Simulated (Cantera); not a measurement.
Feed: 1 mol Nb₂O₅, 0.7 mol H₂, at 1448.15 K and 12000 Pa.

These are equilibrium values from Cantera (NASA tables, ideal gas, pure condensed phases), not measurements of a reactor. Candidate condensed phases: H₂O, Nb, NbO, NbO₂, Nb₂O₅; 12 gas species. Mutual solubility and eutectic melting of coexisting phases are not modelled. Condensed phases not in the tables: the oxides between NbO₂ and Nb₂O₅. Equilibrium is a limit: real reactors are often held back by kinetics, nucleation or transport.

Base state: H₂ 0.929, H₂O 0.0710, H 2.57e-5 (mole fractions); condensed: NbO₂(s) + Nb₂O₅(s).

Problem. What changes in the equilibrium state with this change: temperature from 1448.15 K to 1575 K?

Solution. 
```json
[
 {"species": "H₂", "before": "0.929", "after": "0.889"},
 {"species": "H₂O", "before": "0.0710", "after": "0.111"},
 {"species": "H", "before": "2.57e-5", "after": "0.000113"},
 {"species": "NbO₂(s), mol", "before": "0.0993", "after": "0.156"},
 {"species": "Nb₂O₅(s), mol", "before": "0.950", "after": "0.922"}
]
```
